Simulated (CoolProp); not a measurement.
Dimethyl carbonate along the isobar 4.28 MPa: density (kg/m³) from the reference equation and from simpler models built on Tc = 557.0 K, pc = 4.909 MPa, ω = 0.346; each cubic takes its own stable root.

The numbers come from the reference Helmholtz-energy equation of state, Zhou 2011 in CoolProp.

```tsv
T (K)	phase	reference	van der Waals	Redlich-Kwong	Soave-Redlich-Kwong
434.6	liquid	874.1	522.2	736.1	778.2
453	liquid	843.1	504.2	703.8	745.5
471.4	liquid	809.8	484.1	667.9	708.7
489.7	liquid	772.9	461.0	627.5	666.4
508.1	liquid	729.9	432.7	579.5	615.5
526.5	liquid	674.9	393.9	517.8	549.9
544.9	liquid	580.9	150.3	169.6	439.3
563.2	gas	137.5	128.5	134.9	133.6
581.6	gas	118.6	115.7	118.9	116.0
600	gas	106.9	106.6	108.2	104.9
```

At some of these states van der Waals, Redlich-Kwong gives the other phase, because its saturation line lies elsewhere.
